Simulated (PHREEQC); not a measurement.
**Spent oxide etchant**

Dissolve 0.00096 mol/kgw HF, 0.053 mol/kgw (NH4)2SiF6 and 3.5e-05 mol/kgw H3AsO4 at 25 °C. Closed to the air; pH follows from the charge balance.

All values are PHREEQC results (ion-association model, wateq4f.dat), not measurements.

```
Quantity                 Result
----------------  -------------
pH                         3.03
ionic strength    0.160 mol/kgw
total alkalinity    -213 meq/kg
```

```
species  molality  activity   log γ
-------  --------  --------  ------
NH4+        0.106    0.0802  -0.121
SiF6-2     0.0524    0.0169  -0.492
F-        0.00233   0.00169  -0.140
HF        0.00226   0.00235   0.016
H+        0.00115  0.000926  -0.093
H4SiO4   0.000618  0.000641   0.016
H2AsO4-   3.08e-5   2.33e-5  -0.121
HF2-      2.10e-5   1.52e-5  -0.140
H2F2      1.39e-5   1.44e-5   0.016
H3AsO4    4.16e-6   4.31e-6   0.016
NH3       4.93e-8   4.93e-8   0.000
```

No solid was allowed to form. Examples of supersaturated solids here: Quartz (slow to form), Chalcedony (slow to form). Others may be too. SiF6-2 is the database's only silicon fluoride.
